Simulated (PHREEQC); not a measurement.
Dissolve 0.0014 mol ZnSO4 and 0.015 mol H3BO3 per kg of water at 25 °C. Closed to the air; pH follows from the charge balance.

All values are PHREEQC results (ion-association model, phreeqc.dat), not measurements.

### Question
The ionic strength comes out as 0.00484 mol/kgw. What activity coefficients do H+, Zn(SO4)2-2, SO4-2, H2BO3-, Zn+2 get?

### Answer
H+ 0.94, Zn(SO4)2-2 0.74, SO4-2 0.74, H2BO3- 0.93, Zn+2 0.75.

Precipitation was switched off in this run.
